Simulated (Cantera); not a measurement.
Cantera run:

```python
import numpy as np
import cantera as ct

gas_names = [...]  # 92 gases of nasa_gas.yaml made of C, H, N
cond_names = """
    C(gr) C6H6(L) C7H8(L) C8H18(L),n-octa
""".split()


# ... load() reads the species with a 1 bar reference pressure and builds the phases ...
atoms = {
    'toluene': {'C': 7, 'H': 8},
    'NH3': {'N': 1, 'H': 3},
    'N2': {'N': 2},
}
top_T = {'C(gr)': 4500}  # K; cautious upper limits of use, not melting points


# ... equilibrate(T, P, feed) seeds the gas with the atoms and calls Mixture.equilibrate('TP', solver="vcs", rtol=1e-11, max_steps=5000) ...
results = []
feed = {'toluene': 1, 'NH3': 0.012, 'N2': 16}  # mol
P = 500  # Pa
for T in [1498, 1698, 1898, 2098, 2298, 2498, 2698]:
    mix = equilibrate(T, P, feed)
    results.append((T, P, feed, dict(zip(mix.species_names, mix.species_moles))))

top = {s: max(r[3][s] / sum(r[3][g] for g in gas_names) for r in results) for s in gas_names}
cols = sorted((s for s in top if top[s] > 1e-06), key=lambda s: -top[s])[:8]
seen = [c for c in cond_names if any(r[3].get(c, 0) > 1e-12 for r in results)]
print("log10 of partial pressures in bar; condensed amounts in mol")
print(f"{'T/K':>10s}" + "".join(f"{s[:9]:>10s}" for s in cols + seen))
for T, P, feed, n in results:
    ng = sum(n[g] for g in gas_names)
    print(f"{T:10.4g}" + "".join(f"{np.log10(max(n[s] / ng * P / 1e5, 1e-99)):10.3f}" for s in cols)
          + "".join(f"{n.get(c, 0):10.4g}" for c in seen))
```

It prints:

```
log10 of partial pressures in bar; condensed amounts in mol
       T/K        N2         H        H2       HCN        CN       HNC        C3 C2H2,acet     C(gr)
      1498    -2.398    -6.264    -2.999    -5.681   -11.260    -7.456   -17.777    -8.054     6.991
      1698    -2.399    -5.341    -3.001    -5.141    -9.468    -6.667   -14.378    -7.144      6.97
      1898    -2.400    -4.612    -3.010    -4.720    -8.058    -6.050   -11.709    -6.434     6.917
      2098    -2.405    -4.029    -3.034    -4.391    -6.921    -5.563    -9.559    -5.880     6.813
      2298    -2.415    -3.568    -3.098    -4.145    -5.988    -5.187    -7.793    -5.467     6.645
      2498    -2.433    -3.222    -3.238    -3.987    -5.210    -4.920    -6.317    -5.207     6.416
      2698    -2.457    -2.998    -3.498    -3.928    -4.554    -4.768    -5.067    -5.128     6.039
```

Method: chemical equilibrium by Gibbs-energy minimisation in Cantera with the NASA 1993 tables (ideal gas, pure condensed phases).
